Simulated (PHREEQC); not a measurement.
Make-up at 25 °C: 0.18 mol HF, 7.4e-05 mol NH4HF2, 0.0013 mol (NH4)2SiF6 and 0.0058 mol H3PO4 per kg of water. Closed to the air; pH follows from the charge balance.

All values are PHREEQC results (ion-association model, phreeqc.dat), not measurements.

| Quantity | Result |
|---|---|
| pH | 1.85 |
| ionic strength | 0.0200 mol/kgw |
| total alkalinity | -191 meq/kg |

```tsv
species	molality	activity	log γ
HF	0.161	0.162	0.002
H+	0.0160	0.0143	-0.051
F-	0.00870	0.00754	-0.062
HF2-	0.00537	0.00467	-0.060
H3PO4	0.00375	0.00377	0.002
NH4+	0.00267	0.00230	-0.065
```

This is a speciation only: nothing precipitates in the calculation. Species that the database lacks are ignored. SiF6-2 is the database's only silicon fluoride.
